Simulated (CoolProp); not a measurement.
Saturation properties of ammonia.

Model: reference Helmholtz-energy equation of state, Gao 2020, in CoolProp.

| T (K) | p (MPa) | vapour density (kg/m³) |
|---|---|---|
| 319.9 | 1.867 | ___ |
| 325.3 | 2.149 | ___ |
| 330.8 | 2.468 | ___ |
| 336.2 | ___ | 22.15 |
| 341.6 | 3.196 | 25.39 |
| 347 | ___ | 29.08 |
| 352.4 | 4.074 | 33.27 |
| 357.9 | 4.585 | 38.15 |
| 363.3 | 5.132 | 43.66 |
| 368.7 | 5.727 | 50.04 |
| 374.1 | 6.373 | 57.52 |
| 379.5 | ___ | 66.42 |
| 385 | 7.844 | 77.47 |
| 390.4 | 8.665 | 91.22 |

### Question
Fill in the missing entries.

### Answer

- 319.9, vapour density (kg/m³): 14.46
- 325.3, vapour density (kg/m³): 16.70
- 330.8, vapour density (kg/m³): 19.28
- 336.2, p (MPa): 2.814
- 347, p (MPa): 3.615
- 379.5, p (MPa): 7.072

It boils at 239.8 K under 1 atm.
